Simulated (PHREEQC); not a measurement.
PHREEQC input (ion-association model, wateq4f.dat):

```
SOLUTION_MASTER_SPECIES
  An  An-  0  An  62.0  # stands for a non-complexing anion
SOLUTION_SPECIES
  An- = An-
    -log_k 0
    -gamma 3.0 0
PHASES
  Fix_H+
    H+ = H+
    -log_k 0
SOLUTION 1
  temp 25
  units mmol/kgw
  pH 7 charge
  As(5) 0.03
  Na 50.06
  An 50
END
SELECTED_OUTPUT 1
  -reset false
  -pH true
  -pe true
  -ionic_strength true
  -water true
  -totals As Na As(3) As(5)
  -molalities Hfo_wOH Hfo_wOH2+ Hfo_wO- Hfo_sOH Hfo_sOH2+ Hfo_sO- Hfo_wH2AsO4 Hfo_wHAsO4- Hfo_wOHAsO4-3
USER_PUNCH 1
  -headings sigma psi
  10 PUNCH EDL("sigma", "Hfo"), EDL("psi", "Hfo")
PRINT
  -reset false
USE solution 1
SURFACE 1
  Hfo_wOH 0.00155056 600 0.69
  Hfo_sOH 3.8764e-05
EQUILIBRIUM_PHASES 1
  Fix_H+ -4 HAn 10
    -force_equality true
  O2(g) -0.68 10
END
# ... the last block is repeated for the other 16 points of pH, with NaOH or the acid as the point needs
```

Selected output (columns that matter, 17 of 17 rows; pH added in front):

```
pH	mu	As	Na	m_Hfo_wOH	m_Hfo_wOH2+	m_Hfo_wO-	m_Hfo_sOH	m_Hfo_sOH2+	m_Hfo_sO-	m_Hfo_wH2AsO4	m_Hfo_wHAsO4-	m_Hfo_wOHAsO4-3	sigma	psi
4	0.05079	5.8689e-11	0.05006	0.00029472	0.0012242	1.6255e-06	7.5135e-06	3.1209e-05	4.1438e-08	4.2188e-06	2.4932e-05	8.4941e-07	0.28581	0.15804
4.5	0.050593	5.0266e-11	0.05006	0.00050634	0.0010084	5.8245e-06	1.2908e-05	2.5707e-05	1.4849e-07	1.9798e-06	2.4403e-05	3.6169e-06	0.23141	0.14735
5	0.050445	5.0432e-11	0.05006	0.00071562	0.00079009	1.4849e-05	1.8243e-05	2.0142e-05	3.7854e-07	8.8352e-07	1.9644e-05	9.4729e-06	0.17409	0.13292
5.5	0.050328	5.5151e-11	0.05006	0.00088434	0.00060668	2.9531e-05	2.2545e-05	1.5466e-05	7.5285e-07	3.6822e-07	1.3175e-05	1.6456e-05	0.12337	0.11557
6	0.050239	6.9199e-11	0.05006	0.0010033	0.000468	4.9272e-05	2.5577e-05	1.1931e-05	1.2561e-06	1.5323e-07	8.0633e-06	2.1783e-05	0.082973	0.095903
6.5	0.050173	1.149e-10	0.05006	0.0010786	0.00036996	7.2033e-05	2.7496e-05	9.4315e-06	1.8364e-06	6.9751e-08	4.9916e-06	2.4939e-05	0.052609	0.074222
7	0.050125	2.9464e-10	0.05006	0.0011221	0.00030337	9.5081e-05	2.8606e-05	7.7339e-06	2.4239e-06	3.6497e-08	3.3137e-06	2.6649e-05	0.030379	0.050759
7.5	0.05009	1.1958e-09	0.05006	0.0011461	0.00025766	0.00011679	2.9218e-05	6.5685e-06	2.9774e-06	2.1735e-08	2.3733e-06	2.7604e-05	0.013815	0.025921
8	0.05006	6.5245e-09	0.05006	0.0011594	0.00022305	0.00013807	2.9558e-05	5.6862e-06	3.5198e-06	1.3916e-08	1.7756e-06	2.8204e-05	0.00017677	0.00034602
8.5	0.050033	3.9011e-08	0.050061	0.0011663	0.00019166	0.0001626	2.9733e-05	4.886e-06	4.145e-06	8.8065e-09	1.3155e-06	2.8637e-05	-0.013383	-0.025183
9	0.050077	2.1863e-07	0.05014	0.0011658	0.00015815	0.00019685	2.9715e-05	4.0313e-06	5.0177e-06	4.9961e-09	9.0399e-07	2.8872e-05	-0.029649	-0.049837
9.5	0.050151	1.0225e-06	0.05026	0.00115	0.00012085	0.00025071	2.9298e-05	3.0788e-06	6.3871e-06	2.2872e-09	5.3427e-07	2.8441e-05	-0.051049	-0.072853
10	0.050305	3.663e-06	0.050471	0.0011036	8.2546e-05	0.00033803	2.8068e-05	2.0993e-06	8.5968e-06	7.5648e-10	2.4827e-07	2.6088e-05	-0.079361	-0.093696
10.5	0.050672	9.6522e-06	0.050907	0.001007	4.8992e-05	0.00047419	2.551e-05	1.2411e-06	1.2012e-05	1.6172e-10	8.1599e-08	2.0266e-05	-0.1158	-0.11222
11	0.051658	1.8608e-05	0.051972	0.00084678	2.4599e-05	0.00066777	2.1326e-05	6.1953e-07	1.6818e-05	1.9327e-11	1.6331e-08	1.1375e-05	-0.16164	-0.12855
11.5	0.054519	2.604e-05	0.054926	0.00062596	9.8558e-06	0.00091076	1.5689e-05	2.4703e-07	2.2827e-05	1.0708e-12	1.6694e-09	3.9579e-06	-0.21801	-0.1424
12	0.063328	2.8958e-05	0.063854	0.00036775	2.6275e-06	0.0011791	9.1998e-06	6.5731e-08	2.9498e-05	2.6339e-14	9.0491e-11	1.0416e-06	-0.2818	-0.15168
```
